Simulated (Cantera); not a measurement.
Feed: 1 mol Cu₂O, 0.55 mol C, 0.046 mol CO, at 2248 K.

Cantera equilibrium calculation (NASA polynomials, part measured and part estimated; ideal gas, pure solids and liquids). Candidate condensed phases: C, Cu, CuO, Cu₂O; 15 gas species. The numbers say what is thermodynamically allowed, not how fast it happens.

Problem. Which condensed phases are stable at each of these points (P (Pa)): 10, 36, 130, 460, 1700, 6000, 22000, 77000, 280000, 1000000?

Solution. 
| P (Pa) | condensed phases | Cu condensed (%) |
|---|---|---|
| 10 | gas only | 0.0 |
| 36 | gas only | 0.0 |
| 130 | gas only | 0.0 |
| 460 | gas only | 0.0 |
| 1700 | gas only | 0.0 |
| 6000 | Cu(l) | 61.2 |
| 22000 | Cu(l) | 94.6 |
| 77000 | Cu(l) | 98.6 |
| 280000 | Cu(l) | 99.6 |
| 1000000 | Cu(l) | 99.9 |

From 0.000100 bar to 0.0170 bar nothing is condensed. From 0.0600 bar to 10.0 bar the condensed part is Cu(l).
